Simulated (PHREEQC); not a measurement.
# Buffer (model solution)

Consider water at 25 °C with 0.019 mol/kgw HF, 0.002 mol/kgw KOH and 0.0091 mol/kgw NaCl. Closed to the air; pH follows from the charge balance.

Model: ion-association model, wateq4f.dat, run in PHREEQC.

- pH = 2.63
- ionic strength = 0.0137 mol/kgw
- total alkalinity = -17.0 meq/kg

```
species  molality  activity   log γ
-------  --------  --------  ------
HF         0.0133    0.0133   0.001
Cl-       0.00910   0.00807  -0.052
Na+       0.00908   0.00808  -0.051
F-        0.00433   0.00383  -0.053
H+        0.00257   0.00232  -0.044
K+        0.00200   0.00177  -0.052
H2F2     0.000462  0.000463   0.001
HF2-     0.000221  0.000196  -0.053
NaF       1.78e-5   1.78e-5   0.001
```

No solid was allowed to form. Complexes and solids missing from the database can't appear.
